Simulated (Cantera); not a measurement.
## Premixed flame

A freely propagating, adiabatic, planar premixed flame of H2 : O2 : N2 = 1 : 0.294 : 1.11 (molar parts), equivalence ratio 1.7, unburnt at 475 K and 0.132 atm; mixture-averaged transport, grid criteria slope 0.08 and curve 0.16, no radiation.

Model: the H2/O2 subset of GRI-Mech 3.0, which has no nitrogen chemistry, integrated in Cantera. Burning velocities carry a grid error of a few per cent, more on coarse grids.

```csv
z (mm),T (K),u (m/s),x H2,x O2,x OH,x HO2,x H2O,x H2O2
-17.1,475,4.72,0.416,0.122,<1e-8,<1e-8,<1e-8,<1e-8
-11.4,475,4.72,0.416,0.122,<1e-8,<1e-8,<1e-8,<1e-8
-8.55,475,4.72,0.416,0.122,<1e-8,<1e-8,<1e-8,<1e-8
-5.70,475,4.72,0.416,0.122,<1e-8,1.05e-7,<1e-8,<1e-8
-2.85,484,4.80,0.414,0.122,3.89e-5,7.17e-5,0.000461,1.51e-6
-1.43,658,6.44,0.387,0.117,0.000374,3.86e-5,0.0146,2.59e-6
0,1073,10.2,0.247,0.0708,0.00203,1.26e-5,0.114,3.13e-7
1.43,1334,12.5,0.140,0.0105,0.00416,1.80e-6,0.229,2.84e-7
2.85,1432,13.4,0.133,0.00394,0.00498,6.15e-7,0.244,2.52e-7
5.70,1543,14.3,0.141,0.00309,0.00604,4.25e-7,0.246,2.09e-7
11.4,1671,15.4,0.150,0.00249,0.00699,3.07e-7,0.250,1.37e-7
22.8,1804,16.4,0.159,0.00181,0.00748,2.08e-7,0.254,7.61e-8
45.6,1933,17.4,0.168,0.00116,0.00725,1.35e-7,0.259,3.94e-8
```
x: mole fraction of selected species; z is measured from the peak of heat release.

The laminar burning velocity is 472 cm/s and the thermal thickness comes out as 5.70 mm. The peak x(OH) is 0.00749, the peak x(HO2) is 7.40e-5 and the peak x(H2O2) is 3.89e-6. The grid points is 144.
